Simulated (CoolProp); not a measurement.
Vapour-liquid equilibrium of R134a (1) + R227EA (2) at -58.65 °C; x and y are mole fractions of (1).

Model: multi-fluid Helmholtz-energy mixture model, Tillner-Roth 1994 and Lemmon 2016; pair parameters Bell 2016, in CoolProp.

```csv
x,"bubble pressure, mixture model (bar)","bubble pressure, Raoult's law (bar)","y, mixture model","y, Raoult's law"
0.05,0.1098,0.1078,0.097,0.081
0.15,0.1200,0.1147,0.257,0.227
0.25,0.1291,0.1216,0.385,0.357
0.35,0.1373,0.1285,0.492,0.473
0.45,0.1447,0.1355,0.584,0.577
0.55,0.1513,0.1424,0.666,0.670
0.65,0.1573,0.1493,0.742,0.755
0.75,0.1627,0.1562,0.815,0.833
0.85,0.1675,0.1632,0.887,0.904
0.95,0.1717,0.1701,0.961,0.969
```

The largest gap from Raoult's law is +6.8 % in bubble pressure, at x = 0.35. No azeotrope shows between x = 0.05 and 0.95.

Pair parameters are fitted to limited data, so mixtures are less certain than the pure fluids.
